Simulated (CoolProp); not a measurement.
Vapour-liquid equilibrium of toluene (1) + n-decane (2) at 17.1 kPa; x and y are mole fractions of (1).

Computed with CoolProp (multi-fluid Helmholtz-energy mixture model, Lemmon 2006 and Lemmon 2006; pair parameters Bell 2016).

```json
[
 {"x": "0.05", "bubble temperature, mixture model (K)": "380.9", "bubble temperature, Raoult's law (K)": "381.1", "y, mixture model": "0.280", "y, Raoult's law": "0.275"},
 {"x": "0.2", "bubble temperature, mixture model (K)": "363.2", "bubble temperature, Raoult's law (K)": "365.2", "y, mixture model": "0.701", "y, Raoult's law": "0.677"},
 {"x": "0.35", "bubble temperature, mixture model (K)": "351.9", "bubble temperature, Raoult's law (K)": "354.6", "y, mixture model": "0.851", "y, Raoult's law": "0.835"},
 {"x": "0.5", "bubble temperature, mixture model (K)": "344.7", "bubble temperature, Raoult's law (K)": "346.9", "y, mixture model": "0.916", "y, Raoult's law": "0.911"},
 {"x": "0.65", "bubble temperature, mixture model (K)": "339.6", "bubble temperature, Raoult's law (K)": "341.0", "y, mixture model": "0.952", "y, Raoult's law": "0.953"},
 {"x": "0.8", "bubble temperature, mixture model (K)": "335.7", "bubble temperature, Raoult's law (K)": "336.2", "y, mixture model": "0.975", "y, Raoult's law": "0.979"},
 {"x": "0.95", "bubble temperature, mixture model (K)": "332.2", "bubble temperature, Raoult's law (K)": "332.3", "y, mixture model": "0.994", "y, Raoult's law": "0.996"}
]
```

The largest gap from Raoult's law is -2.7 K in bubble temperature, at x = 0.35. No azeotrope shows between x = 0.05 and 0.95.

The pair parameters rest on a limited set of measurements; away from them the model extrapolates.
